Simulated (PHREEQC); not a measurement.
A solution holds 21 mmol/kgw CuSO4, 20 mmol/kgw HCl and 3.4 mmol/kgw Na2SO4, at 80 °C. Closed to the air; pH follows from the charge balance.

Equilibrium calculation in PHREEQC: ion-association model, phreeqc.dat.

| quantity | before | after |
|---|---|---|
| pH | 2.15 | 1.90 |
| ionic strength (mol/kgw) | 0.0668 | 0.0731 |
| Cu+2 (mol/kgw) | 0.0136 | 0.0137 |
| HSO4- (mol/kgw) | 0.0114 | 0.0147 |
| SO4-2 (mol/kgw) | 0.00809 | 0.00611 |
| CuSO4 (mol/kgw) | 0.00483 | 0.00347 |

Task: Which change was made?
A) 0.00056 mol/kgw NaHSO4 added
B) Na2SO4 left out
C) HCl left out
D) HCl from 0.02 to 0.03 mol/kgw
E) diluted 2-fold with water

Result: D, HCl from 0.02 to 0.03 mol/kgw

Precipitation was switched off in this run. Constants without temperature data keep their 25 °C values here.
